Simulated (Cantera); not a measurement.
A perfectly stirred reactor is fed with 27.2 % C₂H₆, 70.7 % N₂, 2.07 % H₂O, at 0.310 bar; it is held at 1548 K, and followed from long to short residence time.

Cantera simulation using GRI-Mech 3.0 (53 species, 325 reactions); the numbers are that mechanism's predictions, not measurements. GRI-Mech 3.0 stops at C3 and has no aromatics, soot or wall deposition, so with more carbon than oxygen in the feed, carbon stays in small species such as C2H2 where larger ones or solid carbon would form.

One state of this run: x C₂H₆ = 0.0156; x HCN = 4.02e-8; x CH₃ = 0.00180; x CH₄ = 0.0824; x H = 0.000174. x: mole fraction; the columns are a selection and need not sum to one.

Q: Which value of τ (s) does it belong to?
A) 0.0024
B) 6.4
C) 0.0075
D) 20

A: A, 0.0024
